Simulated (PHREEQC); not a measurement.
NaOH is added in steps, without added water, to 1 kg of water holding 0.0017 mol/kgw KOH, 5.2e-06 mol/kgw H4SiO4 and 0.22 mol/kgw KH2PO4, at 25 °C. Oxygen alone is held at its pressure in air (log pO2 = -0.68). CO2 from the air is kept out. The run lets SiO2(a) precipitate or redissolve, and no other solid.

Base run: PHREEQC, ion-association model, phreeqc.dat. Each further column changes one thing. The table gives H3SiO4- (mol/kgw).

```json
[
 {"NaOH added (mol)": "0", "base": "6.23e-11", "metal-ligand complexes left out": "6.83e-11", "Debye-Hückel limiting law": "4.19e-11", "database wateq4f.dat": "6.23e-11", "all activity coefficients set to 1": "8.00e-11"},
 {"NaOH added (mol)": "0.0465", "base": "1.71e-9", "metal-ligand complexes left out": "1.92e-9", "Debye-Hückel limiting law": "(withheld)", "database wateq4f.dat": "1.71e-9", "all activity coefficients set to 1": "2.32e-9"},
 {"NaOH added (mol)": "0.08525", "base": "3.89e-9", "metal-ligand complexes left out": "4.38e-9", "Debye-Hückel limiting law": "1.81e-9", "database wateq4f.dat": "3.89e-9", "all activity coefficients set to 1": "5.23e-9"},
 {"NaOH added (mol)": "0.1318", "base": "8.96e-9", "metal-ligand complexes left out": "(withheld)", "Debye-Hückel limiting law": "3.64e-9", "database wateq4f.dat": "8.96e-9", "all activity coefficients set to 1": "(withheld)"},
 {"NaOH added (mol)": "0.1782", "base": "2.56e-8", "metal-ligand complexes left out": "2.93e-8", "Debye-Hückel limiting law": "(withheld)", "database wateq4f.dat": "2.56e-8", "all activity coefficients set to 1": "3.35e-8"},
 {"NaOH added (mol)": "0.2248", "base": "3.30e-6", "metal-ligand complexes left out": "3.09e-6", "Debye-Hückel limiting law": "(withheld)", "database wateq4f.dat": "3.79e-6", "all activity coefficients set to 1": "(withheld)"},
 {"NaOH added (mol)": "0.2635", "base": "4.78e-6", "metal-ligand complexes left out": "4.73e-6", "Debye-Hückel limiting law": "2.94e-6", "database wateq4f.dat": "4.88e-6", "all activity coefficients set to 1": "4.87e-6"},
 {"NaOH added (mol)": "0.31", "base": "4.91e-6", "metal-ligand complexes left out": "4.90e-6", "Debye-Hückel limiting law": "3.69e-6", "database wateq4f.dat": "4.88e-6", "all activity coefficients set to 1": "4.53e-6"}
]
```

Problem. Some entries are withheld; supply them.

Solution. 
- 0.0465, Debye-Hückel limiting law: 8.98e-10
- 0.1318, metal-ligand complexes left out: 1.02e-8
- 0.1318, all activity coefficients set to 1: 1.19e-8
- 0.1782, Debye-Hückel limiting law: 9.16e-9
- 0.2248, Debye-Hückel limiting law: 9.56e-7
- 0.2248, all activity coefficients set to 1: 4.81e-6

The ionic strength passes 0.7 mol/kgw, the rough limit of the ion-association models, in part of: base; metal-ligand complexes left out; Debye-Hückel limiting law; database wateq4f.dat; all activity coefficients set to 1. H3PO4, which wateq4f.dat lacks, is added to it with the constant of phreeqc.dat. phreeqc.dat and wateq4f.dat share most of their constants, so their agreement is no independent check. Solids allowed in the column 'database wateq4f.dat': Chalcedony.
